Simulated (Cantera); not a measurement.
A perfectly stirred reactor is fed with CH4 : H2 : O2 : N2 = 1 : 0.85 : 2.42 : 9.12 (molar parts), equivalence ratio 1.0, at 5.00 bar; it is adiabatic with a 575 K inlet, and is followed from long to short residence time, starting on the burning branch (τ in s: 0.12, 0.039, 0.013, 0.0041, 0.0013, 0.00043, 0.00014, 4.5e-05, 1.4e-05).

Computed with Cantera and GRI-Mech 3.0 (53 species, 325 reactions).

Predict: blow-out, bracketed by the residence times tried; x(CH4) at τ = 0.120 s; x(H2) at τ = 0.120 s; x(O2) at τ = 0.120 s; x(H) at τ = 0.120 s; x(CH4) at τ = 1.30 ms; x(H2) at τ = 1.30 ms; x(O2) at τ = 1.30 ms; x(C2H4) at τ = 1.30 ms; x(H) at τ = 1.30 ms.


```json
{
 "blow_out_bracketed_by_the_residence_times_tried": "burning at 14.0 µs, the shortest tried",
 "x(CH4) at τ = 0.120 s": "4.24e-7",
 "x(H2) at τ = 0.120 s": "0.00568",
 "x(O2) at τ = 0.120 s": "0.00526",
 "x(H) at τ = 0.120 s": "0.000644",
 "x(CH4) at τ = 1.30 ms": "2.46e-5",
 "x(H2) at τ = 1.30 ms": "0.00770",
 "x(O2) at τ = 1.30 ms": "0.00868",
 "x(C2H4) at τ = 1.30 ms": "9.91e-9",
 "x(H) at τ = 1.30 ms": "0.00126"
}
```
